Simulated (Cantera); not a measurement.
## N2O furnace oxynitridation

A perfectly stirred reactor is fed with 49.8 % N2O, 0.354 % H2, 49.8 % N2, at 900 Torr; it is held at 1600 K, and followed from long to short residence time.

Cantera simulation using GRI-Mech 3.0 (53 species, 325 reactions); the numbers are that mechanism's predictions, not measurements. GRI-Mech 3.0 was tuned for natural gas; its chemistry of N2O as a main component is partial and can be far from experiment. The temperature is held fixed by assumption; the heat of reaction is taken as removed at once.

```csv
τ (s),x N2O,x H2,x O,x N2,x NO,x NO2
1.0,0.00336,1.06e-6,2.51e-5,0.782,0.0300,0.000165
0.52,0.00617,1.70e-6,3.24e-5,0.777,0.0371,0.000210
0.27,0.0112,2.73e-6,4.18e-5,0.770,0.0451,0.000263
0.13,0.0213,4.67e-6,5.51e-5,0.759,0.0544,0.000325
0.068,0.0368,7.60e-6,6.92e-5,0.746,0.0620,0.000379
0.034,0.0642,1.30e-5,8.62e-5,0.727,0.0674,0.000424
0.017,0.108,2.28e-5,0.000104,0.700,0.0679,0.000448
0.0088,0.166,3.99e-5,0.000119,0.668,0.0624,0.000441
0.0044,0.243,7.30e-5,0.000132,0.627,0.0506,0.000402
0.0022,0.323,0.000135,0.000141,0.587,0.0358,0.000341
0.0011,0.389,0.000245,0.000146,0.554,0.0223,0.000270
```
x: mole fraction; the columns are a selection and need not sum to one.
